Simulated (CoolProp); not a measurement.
Vapour-liquid equilibrium of n-pentane (1) + toluene (2) at 0.239 MPa; x and y are mole fractions of (1).

The numbers come from the multi-fluid Helmholtz-energy mixture model, Thol 2019 and Lemmon 2006; pair parameters Bell 2016 in CoolProp.

Q: Give the bubble temperature and the first vapour's composition at x = 0.125, 0.275, 0.575. Is there an azeotrope?

A: x = 0.125: 390.6 K, y = 0.528; x = 0.275: 372.1 K, y = 0.758; x = 0.575: 352.7 K, y = 0.912. No azeotrope shows between x = 0.05 and 0.95.

Pair parameters are fitted to limited data, so mixtures are less certain than the pure fluids.
